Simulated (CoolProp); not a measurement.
Properties of R1234ze(Z) along the isotherm 166.85 °C (Tc = 150.1 °C, pc = 3531 kPa, ω = 0.327).

Values from CoolProp's reference Helmholtz-energy equation of state, Akasaka 2019.

| p (kPa) | phase | density (kg/m³) | cp (kJ/(kg K)) | expansivity (1/kK) |
|---|---|---|---|---|
| 679 | gas | 22.64 | 1.112 | 2.879 |
| 1360 | gas | 49.06 | 1.175 | 3.741 |
| 2040 | gas | 80.87 | 1.266 | ___ |
| 2720 | gas | 121.4 | 1.416 | 7.295 |
| 3390 | gas | 177.2 | 1.720 | 11.96 |
| 4070 | supercritical | ___ | 2.764 | 28.02 |
| 4750 | supercritical | 499.8 | 4.347 | 48.16 |
| 5430 | supercritical | 631.3 | 2.709 | 20.07 |
| 6110 | supercritical | ___ | 2.239 | ___ |
| 6790 | supercritical | 726.0 | 2.032 | 9.809 |
| 7470 | supercritical | 753.7 | ___ | 8.129 |
| 8150 | supercritical | 776.0 | 1.832 | ___ |
| 8830 | supercritical | 794.7 | 1.774 | 6.267 |

**Question.** Some entries are withheld; supply them.

**Answer.** 
- 2040, expansivity (1/kK): 5.051
- 4070, density (kg/m³): 276.2
- 6110, density (kg/m³): 688.9
- 6110, expansivity (1/kK): 12.82
- 7470, cp (kJ/(kg K)): 1.912
- 8150, expansivity (1/kK): 7.039

The peak of cp marks the crossing from liquid-like to gas-like fluid above the critical point.
